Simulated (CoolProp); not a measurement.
A single-stage vapour-compression cycle with R143a: evaporating at 239.15 K (dew point), condensing at 260.15 K (bubble point), superheat 10 K, subcooling 2 K, compressor efficiency 0.6, no pressure losses. Each further row changes one setting.

Values from CoolProp's reference Helmholtz-energy equation of state, Lemmon and Jacobsen 2000.

```tsv
case	cooling COP	pressure ratio	discharge temperature (K)	refrigerating effect (kJ/kg)	volumetric capacity (kJ/m³)
as stated	(withheld)	2.22	288.6	200	1570
evaporating temperature 244.15 K	8.57	1.81	(withheld)	(withheld)	1940
condensing temperature 255.15 K	8.41	1.86	(withheld)	207	1630
subcooling 7 K	6.50	2.22	288.6	207	1630
superheat 20 K	6.25	2.22	299.2	(withheld)	1570
compressor efficiency 0.5	5.23	2.22	294.9	200	1570
```

Problem. Fill in the missing entries.

Solution. 
- as stated, cooling COP: 6.28
- evaporating temperature 244.15 K, discharge temperature (K): 283.7
- evaporating temperature 244.15 K, refrigerating effect (kJ/kg): 203
- condensing temperature 255.15 K, discharge temperature (K): 279.8
- superheat 20 K, refrigerating effect (kJ/kg): 209
